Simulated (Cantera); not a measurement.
A Cantera script and its output.

```python
import numpy as np
import cantera as ct

gas = ct.Solution("gri30.yaml")
gas.TPX = 1123, 1600000, {'CO': 1, 'H2': 1.2, 'O2': 1.18, 'N2': 4.45, 'CO2': 0.43}
reactor = ct.IdealGasReactor(gas, energy="on", clone=False)
net = ct.ReactorNet([reactor])
net.rtol, net.atol = 1e-08, 1e-16
show = ['CO', 'H2', 'O2', 'HO2', 'CO2']
times = np.geomspace(2e-06, 0.1, 12)

steps = ct.SolutionArray(gas, extra=["t"])
rows = []
print(f"{'t/s':>10s}{'T/K':>9s}{'P/Pa':>11s}" + "".join(f"{s:>11s}" for s in show))
for t in times:
    while net.time < t:
        t_next = net.step()
        steps.append(gas.state, t=t_next)
    rows.append([np.interp(t, steps.t, y) for y in (steps.T, steps.P, *steps(*show).X.T)])
    print(f"{t:10.3e}{rows[-1][0]:9.1f}{rows[-1][1]:11.4g}" + "".join(f"{x:11.3e}" for x in rows[-1][2:]))
rate = np.gradient(steps.T, steps.t)
print("integrator steps:", len(steps.t))
if steps.T.max() > steps.T[0] + 200:
    print(f"time of steepest temperature rise: {steps.t[rate.argmax()]:.4e} s")
gas.TPX = 1123, 1600000, {'CO': 1, 'H2': 1.2, 'O2': 1.18, 'N2': 4.45, 'CO2': 0.43}
gas.equilibrate("UV")
print(f"equilibrium (UV): T = {gas.T:.1f} K  " + "  ".join(f"{s} {gas[s].X[0]:.3e}" for s in show))
```

Result:

```
       t/s      T/K       P/Pa         CO         H2         O2        HO2        CO2
 2.000e-06   1123.0    1.6e+06  1.211e-01  1.453e-01  1.429e-01  4.046e-08  5.206e-02
 5.348e-06   1123.0    1.6e+06  1.211e-01  1.453e-01  1.429e-01  1.192e-07  5.206e-02
 1.430e-05   1123.0    1.6e+06  1.211e-01  1.453e-01  1.429e-01  3.767e-07  5.206e-02
 3.824e-05   1123.1    1.6e+06  1.211e-01  1.453e-01  1.429e-01  1.590e-06  5.206e-02
 1.023e-04   1123.9  1.601e+06  1.210e-01  1.452e-01  1.428e-01  1.577e-05  5.210e-02
 2.735e-04   1175.0  1.669e+06  1.197e-01  1.418e-01  1.401e-01  2.052e-04  5.400e-02
 7.313e-04   2925.4   3.72e+06  4.105e-02  5.559e-03  2.377e-02  2.174e-05  1.529e-01
 1.956e-03   2925.4   3.72e+06  4.105e-02  5.559e-03  2.377e-02  2.173e-05  1.529e-01
 5.230e-03   2925.4   3.72e+06  4.105e-02  5.559e-03  2.377e-02  2.173e-05  1.529e-01
 1.398e-02   2925.4   3.72e+06  4.105e-02  5.559e-03  2.377e-02  2.173e-05  1.529e-01
 3.740e-02   2925.4   3.72e+06  4.105e-02  5.559e-03  2.377e-02  2.173e-05  1.529e-01
 1.000e-01   2925.4   3.72e+06  4.105e-02  5.559e-03  2.377e-02  2.173e-05  1.529e-01
integrator steps: 1694
time of steepest temperature rise: 3.0416e-04 s
equilibrium (UV): T = 2925.4 K  CO 4.105e-02  H2 5.559e-03  O2 2.377e-02  HO2 2.173e-05  CO2 1.529e-01
```

Cantera simulation using GRI-Mech 3.0 (53 species, 325 reactions); the numbers are that mechanism's predictions, not measurements. The hydrogen kinetics of GRI-Mech 3.0 are dated; newer H2 mechanisms differ, most at raised pressure. The pressure lies above the range GRI-Mech 3.0 was tuned for (to about 10 atm).
